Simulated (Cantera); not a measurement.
An adiabatic, constant-pressure homogeneous reactor starts with 33.4 % H2, 18.1 % O2, 48.5 % N2, equivalence ratio 0.93, at 1150 K and 1.01 bar.

Model: the H2/O2 subset of GRI-Mech 3.0, which has no nitrogen chemistry, integrated in Cantera.

One state of this run: T (K) = 2838; x H2 = 0.0458; x O2 = 0.0282; x HO2 = 1.20e-5; x OH = 0.0387; x H2O = 0.305. x: mole fraction; the columns are a selection and need not sum to one.

Problem. Which value of t (s) does it belong to?
A. 2.00e-6
B. 5.35e-6
C. 0.100
D. 1.43e-5

Solution. C, 0.100
